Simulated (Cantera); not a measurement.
Source: NASA polynomial tables (part measured, part estimated), evaluated in Cantera. Values are per mole of reaction as written; species without (g) are pure solids or liquids, kept so even where they would boil at 1 bar.

3 F(g) + BCl3(g) = 3 Cl(g) + BF3(g), with ΔH° = -607.0 kJ and ΔS° = -16.6 J/K at 300 K.

How far is the shortcut ΔG° ≈ ΔH°(300 K) − T·ΔS°(300 K) from the full temperature-dependent value at 2450, 2475, 2500, 2525, 2550, 2575, 2600, 2625, 2650, 2675 K?


```json
[
 {"T (K)": "2450", "shortcut (kJ)": "-566.3", "full (kJ)": "-549.5", "difference (kJ)": "-16.8", "difference in log10 K": "0.36"},
 {"T (K)": "2475", "shortcut (kJ)": "-565.9", "full (kJ)": "-548.9", "difference (kJ)": "-17.0", "difference in log10 K": "0.36"},
 {"T (K)": "2500", "shortcut (kJ)": "-565.5", "full (kJ)": "-548.2", "difference (kJ)": "-17.3", "difference in log10 K": "0.36"},
 {"T (K)": "2525", "shortcut (kJ)": "-565.1", "full (kJ)": "-547.6", "difference (kJ)": "-17.5", "difference in log10 K": "0.36"},
 {"T (K)": "2550", "shortcut (kJ)": "-564.7", "full (kJ)": "-547.0", "difference (kJ)": "-17.7", "difference in log10 K": "0.36"},
 {"T (K)": "2575", "shortcut (kJ)": "-564.3", "full (kJ)": "-546.4", "difference (kJ)": "-17.9", "difference in log10 K": "0.36"},
 {"T (K)": "2600", "shortcut (kJ)": "-563.8", "full (kJ)": "-545.7", "difference (kJ)": "-18.1", "difference in log10 K": "0.36"},
 {"T (K)": "2625", "shortcut (kJ)": "-563.4", "full (kJ)": "-545.1", "difference (kJ)": "-18.3", "difference in log10 K": "0.36"},
 {"T (K)": "2650", "shortcut (kJ)": "-563.0", "full (kJ)": "-544.5", "difference (kJ)": "-18.5", "difference in log10 K": "0.37"},
 {"T (K)": "2675", "shortcut (kJ)": "-562.6", "full (kJ)": "-543.9", "difference (kJ)": "-18.7", "difference in log10 K": "0.37"}
]
```
The shortcut ignores the heat-capacity change of the reaction.
